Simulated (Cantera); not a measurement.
# Boron, boron nitride and boron oxide: B + N₂

Charge: 1 mol B, 2.3 mol N₂, at 0.00140 bar.

These are equilibrium values from Cantera (NASA tables, ideal gas, pure condensed phases), not measurements of a reactor. Candidate condensed phases: B, BN; 5 gas species. N₂ is the only nitrogen source here; it is nearly inert below about 1500 K, so the nitride shown seldom forms there in practice. Rates play no part.

```csv
T (K),log p N₂,log p B,log p BN,log p B₂,log p N,n BN(s),n B(s),n B(l)
773,-2.85,<-14,<-14,<-14,<-14,1.00,0,0
923,-2.85,<-14,<-14,<-14,<-14,1.00,0,0
1073,-2.85,<-14,<-14,<-14,<-14,1.00,0,0
1223,-2.85,<-14,<-14,<-14,<-14,1.00,0,0
1373,-2.85,<-14,<-14,<-14,<-14,1.00,0,0
1523,-2.85,-13.99,-14.67,<-14,-14.39,1.00,0,0
1673,-2.85,-11.52,-12.46,<-14,-12.92,1.00,0,0
1823,-2.85,-9.45,-10.61,<-14,-11.69,1.00,0,0
1973,-2.85,-7.70,-9.06,-13.41,-10.64,1.000,0,0
2123,-2.85,-6.20,-7.72,-10.96,-9.75,0.999,0,0
2273,-2.86,-5.14,-6.80,-9.33,-8.97,0,0.988,0
2423,-2.87,-4.39,-6.18,-8.25,-8.29,0,0,0.930
```
log p: log10 of the partial pressure in bar; n: condensed amount in mol.

From 773 K to 2123 K the condensed part is BN(s). At 2273 K the condensed part is B(s). At 2423 K the condensed part is B(l).
